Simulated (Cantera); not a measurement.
Feed: 1 mol HI, 0.46 mol O2, 0.94 mol H2, equilibrated at 160 Pa.

Cantera equilibrium calculation (NASA polynomials, part measured and part estimated; ideal gas, pure solids and liquids). Candidate condensed phases: H2O, I2; 12 gas species. Kinetics and transport are ignored. All values below are at 925 K.

Base state: H2O 0.447, HI 0.311, I 0.114, H2 0.0970, I2 0.0303 (mole fractions); condensed: gas only.

Task: What changes in the equilibrium state with this change: pressure from 160 Pa to 420 Pa?

Result: 
```csv
species,before,after
H2O,0.447,0.455
HI,0.311,0.337
H2,0.0970,0.0887
I,0.114,0.0798
I2,0.0303,0.0389
```
